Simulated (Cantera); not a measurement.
A perfectly stirred reactor is fed with CO : O2 : H2O : N2 = 0.0011 : 0.016 : 0.0031 : 1 (molar parts), at 1.01 bar; it is held at 925 K, and followed from long to short residence time.

Computed with Cantera and GRI-Mech 3.0 (53 species, 325 reactions).

x: mole fraction; the columns are a selection and need not sum to one.

| τ (s) | x CO | x O2 | x H2O | x OH | x H2O2 | x HO2 |
|---|---|---|---|---|---|---|
| 23 | 0.000707 | 0.0155 | 0.00304 | 7.58e-9 | 1.37e-7 | 4.57e-7 |
| 9.6 | 0.000883 | 0.0156 | 0.00304 | 7.55e-9 | 1.64e-7 | 5.01e-7 |
| 4.0 | 0.000991 | 0.0156 | 0.00304 | 7.17e-9 | 1.68e-7 | 5.10e-7 |
| 1.6 | 0.00105 | 0.0157 | 0.00304 | [?] | 1.45e-7 | 4.78e-7 |
| 0.67 | 0.00107 | 0.0157 | 0.00304 | [?] | 9.04e-8 | 3.84e-7 |
| 0.28 | 0.00108 | 0.0157 | 0.00304 | [?] | 1.51e-8 | 1.64e-7 |
| 0.11 | 0.00108 | 0.0157 | 0.00304 | 1.15e-11 | 1.39e-12 | 1.64e-9 |
| 0.047 | 0.00108 | 0.0157 | 0.00304 | 3.89e-12 | <1e-12 | 3.05e-10 |
| 0.019 | 0.00108 | 0.0157 | 0.00304 | 1.84e-12 | <1e-12 | 6.66e-11 |
| 0.0079 | 0.00108 | 0.0157 | 0.00304 | <1e-12 | <1e-12 | 1.39e-11 |

Problem. Fill in the missing entries.

Solution. 
- 1.6, x OH: 6.19e-9
- 0.67, x OH: 4.27e-9
- 0.28, x OH: 1.24e-9
